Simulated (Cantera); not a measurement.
**Pyrogenic steam for wet oxidation**

A perfectly stirred reactor is fed with H₂ : O₂ : N₂ = 0.32 : 1 : 4.7 (molar parts), at 360 Torr; it is held at 923 K, and followed from long to short residence time.

Computed with Cantera and GRI-Mech 3.0 (53 species, 325 reactions). Below about 950 K walls govern HO2 and H2O2 in real vessels. The temperature is held fixed by assumption; the heat of reaction is taken as removed at once.

```csv
τ (s),x H₂,x O₂,x H₂O₂,x NO,x N₂O,x HO₂
7.9,0.00301,0.145,7.13e-5,5.19e-11,4.92e-8,1.47e-5
2.6,0.00630,0.146,0.000141,3.39e-11,2.56e-8,2.32e-5
0.84,0.0114,0.148,0.000201,4.12e-11,1.37e-8,3.33e-5
0.28,0.0152,0.150,0.000177,9.04e-11,9.44e-9,4.30e-5
0.090,0.0161,0.150,9.27e-5,3.05e-10,8.45e-9,5.03e-5
0.029,0.0167,0.150,3.77e-5,9.75e-10,7.81e-9,5.41e-5
0.0096,0.0189,0.151,1.59e-5,2.42e-9,6.43e-9,5.69e-5
0.0031,0.0233,0.153,7.34e-6,4.78e-9,4.52e-9,5.92e-5
0.0010,0.0303,0.156,3.95e-6,6.99e-9,2.67e-9,6.04e-5
```
x: mole fraction; the columns are a selection and need not sum to one.
